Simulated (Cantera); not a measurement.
## Ignition delay

Mixture: 7.97 % CH4, 0.430 % CO, 16.7 % O2, 74.9 % N2, equivalence ratio 0.97, at 12.8 atm, adiabatic and at constant pressure. Ignition delay is the time to a rise of 400 K.

Model: GRI-Mech 3.0 (53 species, 325 reactions), integrated in Cantera. The pressure lies above the range GRI-Mech 3.0 was tuned for (to about 10 atm).

| T0 (K) | delay (ms) |
|---|---|
| 1048 | 37.6 |
| 1123 | 12.1 |
| 1198 | 4.52 |
| 1273 | 1.85 |
| 1348 | 0.808 |
| 1423 | 0.373 |
| 1498 | 0.180 |
| 1573 | 0.0906 |
| 1648 | 0.0476 |
| 1723 | 0.0262 |

```
Quantity                                                 Value
--------------------------------------------------  ----------
apparent activation energy between 1573 and 1723 K  190 kJ/mol
```
